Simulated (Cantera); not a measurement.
Input (Python, Cantera) and output of one run.

```python
import numpy as np
import cantera as ct

gas_names = """
    H HO2 H2 H2O H2O2 H2S H2SO4 O OH O2 O3 S SH SO SO2 SO3 S2 S2O S8
""".split()
cond_names = """
    H2O(s) H2O(L) H2SO4(L) S(cr1) S(cr2) S(L)
""".split()


# ... load() reads the species with a 1 bar reference pressure and builds the phases ...
atoms = {
    'SO2': {'S': 1, 'O': 2},
    'H2': {'H': 2},
    'O2': {'O': 2},
}
top_T = {}  # K; cautious upper limits of use, not melting points


# ... equilibrate(T, P, feed) seeds the gas with the atoms and calls Mixture.equilibrate('TP', solver="vcs", rtol=1e-11, max_steps=5000) ...
results = []
feed = {'SO2': 1, 'H2': 0.11, 'O2': 6.4}  # mol
T = 748.15  # K
P = 550  # Pa
mix = equilibrate(T, P, feed)
results.append((T, P, feed, dict(zip(mix.species_names, mix.species_moles))))
print(gas.report(threshold=0.001))
for i in range(1, mix.n_phases):
    print(f"{mix.phase(i).name:16s} {mix.phase_moles(i):12.5e} mol")
```

Output:

```
       temperature   748.15 K
          pressure   550 Pa
           density   0.0033883 kg/m^3
  mean mol. weight   38.322 kg/kmol
   phase of matter   gas

                          1 kg             1 kmol
                     ---------------   ---------------
          enthalpy       -1.1027e+06       -4.2257e+07  J
   internal energy        -1.265e+06       -4.8478e+07  J
           entropy            7624.4        2.9218e+05  J/K
    Gibbs function       -6.8069e+06       -2.6085e+08  J
 heat capacity c_p            1005.3             38527  J/K
 heat capacity c_v            788.38             30212  J/K

                      mass frac. Y      mole frac. X     chem. pot. / RT
                     ---------------   ---------------   ---------------
               H2O          0.007364          0.015665           -72.271
                O2           0.70298           0.84191           -31.214
               SO2          0.031567          0.018884           -88.431
               SO3           0.25808           0.12354           -104.04
     [  +15 minor]        4.7915e-06        1.8726e-06

H2SO4(L)          0.00000e+00 mol
S(L)              0.00000e+00 mol
```

These are equilibrium values from Cantera (NASA tables, ideal gas, pure condensed phases), not measurements of a reactor.
